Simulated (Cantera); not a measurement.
An isothermal, constant-pressure homogeneous reactor starts with H2 : O2 : N2 = 0.44 : 1 : 5.8 (molar parts), at 850 K and 100000 Pa.

Computed with Cantera and the H2/O2 subset of GRI-Mech 3.0, which has no nitrogen chemistry. Below about 950 K walls govern HO2 and H2O2 in real vessels. The temperature is held fixed by assumption; the heat of reaction is taken as removed at once.

x: mole fraction; the columns are a selection and need not sum to one.

```json
[
 {"t (s)": "1.00e-6", "x H2": "0.0608", "x O2": "0.138", "x HO2": "<1e-12", "x H2O": "<1e-12", "x O": "<1e-12", "x H": "<1e-12"},
 {"t (s)": "4.92e-6", "x H2": "0.0608", "x O2": "0.138", "x HO2": "<1e-12", "x H2O": "<1e-12", "x O": "<1e-12", "x H": "<1e-12"},
 {"t (s)": "2.42e-5", "x H2": "0.0608", "x O2": "0.138", "x HO2": "2.11e-12", "x H2O": "<1e-12", "x O": "<1e-12", "x H": "<1e-12"},
 {"t (s)": "0.000119", "x H2": "0.0608", "x O2": "0.138", "x HO2": "1.28e-11", "x H2O": "1.79e-12", "x O": "<1e-12", "x H": "<1e-12"},
 {"t (s)": "0.000585", "x H2": "0.0608", "x O2": "0.138", "x HO2": "6.67e-11", "x H2O": "1.06e-11", "x O": "<1e-12", "x H": "<1e-12"},
 {"t (s)": "0.00288", "x H2": "0.0608", "x O2": "0.138", "x HO2": "3.33e-10", "x H2O": "5.46e-11", "x O": "<1e-12", "x H": "<1e-12"},
 {"t (s)": "0.0141", "x H2": "0.0608", "x O2": "0.138", "x HO2": "1.66e-9", "x H2O": "2.92e-10", "x O": "<1e-12", "x H": "<1e-12"},
 {"t (s)": "0.0695", "x H2": "0.0608", "x O2": "0.138", "x HO2": "8.87e-9", "x H2O": "2.16e-9", "x O": "<1e-12", "x H": "<1e-12"},
 {"t (s)": "0.342", "x H2": "0.0608", "x O2": "0.138", "x HO2": "8.39e-8", "x H2O": "6.13e-8", "x O": "2.16e-12", "x H": "6.15e-12"},
 {"t (s)": "1.68", "x H2": "0.0607", "x O2": "0.138", "x HO2": "1.66e-6", "x H2O": "2.33e-5", "x O": "1.37e-10", "x H": "3.91e-10"},
 {"t (s)": "8.27", "x H2": "___", "x O2": "0.132", "x HO2": "___", "x H2O": "___", "x O": "___", "x H": "___"},
 {"t (s)": "40.7", "x H2": "___", "x O2": "0.112", "x HO2": "___", "x H2O": "0.0610", "x O": "___", "x H": "6.19e-10"},
 {"t (s)": "200", "x H2": "3.35e-5", "x O2": "0.111", "x HO2": "1.08e-7", "x H2O": "0.0626", "x O": "4.12e-11", "x H": "1.17e-12"}
]
```

Task: Fill in the missing entries.

Result: 
- 8.27, x H2: 0.0480
- 8.27, x HO2: 1.21e-5
- 8.27, x H2O: 0.0127
- 8.27, x O: 6.30e-9
- 8.27, x H: 1.68e-8
- 40.7, x H2: 0.00156
- 40.7, x HO2: 2.57e-6
- 40.7, x O: 3.78e-9
